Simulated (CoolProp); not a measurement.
Saturation properties of ethanol.

Computed with CoolProp (reference Helmholtz-energy equation of state, Schroeder 2014).

```tsv
T (°C)	p (MPa)	vapour density (kg/m³)	surface tension (mN/m)
94.25	0.1834	2.905	15.1
103.75	0.2546	3.979	14.2
113.25	0.3468	5.361	13.3
122.85	0.4655	7.138	12.3
132.35	0.6129	9.351	11.4
141.85	0.7949	12.10	10.4
151.35	1.017	15.50	9.46
160.85	1.283	19.67	8.50
170.45	1.604	24.83	7.53
179.95	1.979	31.07	6.55
189.45	2.415	38.72	5.58
198.95	2.920	48.18	4.59
208.45	3.501	60.13	3.59
```

It boils at 78.4 °C under 1 atm.

Surface tension comes from a separate correlation (Mulero 2012).
